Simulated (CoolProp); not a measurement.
Model: reference Helmholtz-energy equation of state, Lemmon 2006, in CoolProp. It is a short technical equation, of lower accuracy than the large ones.

### Question
Give the vapour pressure (bar), liquid density (kg/m³), enthalpy of vaporisation (kJ/kg), vapour Z of saturated carbonyl sulfide at 247.6 K.

### Answer
```tsv
T (K)	p (bar)	liquid density (kg/m³)	enthalpy of vaporisation (kJ/kg)	vapour Z
247.6	2.80	1120	291	0.942
```
